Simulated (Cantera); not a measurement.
Feed: 1 mol Al, 2.6 mol N₂, 37 mol H₂, at 1425 °C and 133 Pa.

Method: chemical equilibrium by Gibbs-energy minimisation in Cantera with the NASA 1993 tables (ideal gas, pure condensed phases). Candidate condensed phases: Al, AlN; 13 gas species. Kinetics and transport are ignored.

Base state: H₂ 0.940, N₂ 0.0545, H 0.00384, Al 0.00208, AlH 4.48e-5 (mole fractions); condensed: AlN(s).

Q: What changes in the equilibrium state with this change: pressure from 133 Pa to 13300 Pa?

A: 
```
species       before     after
-----------  -------  --------
H₂             0.940     0.946
N₂            0.0545    0.0537
H            0.00384  0.000385
Al           0.00208   2.09e-6
AlH          4.48e-5   4.53e-7
AlN(s), mol    0.917     1.000
```

Q: What changes in the equilibrium state with this change: temperature from 1425 °C to 725 °C?

A: 
```tsv
species	before	after
H₂	0.940	0.946
N₂	0.0545	0.0537
H	0.00384	5.73e-8
Al	0.00208	<1e-9
AlH	4.48e-5	<1e-9
AlN(s), mol	0.917	1.00
```
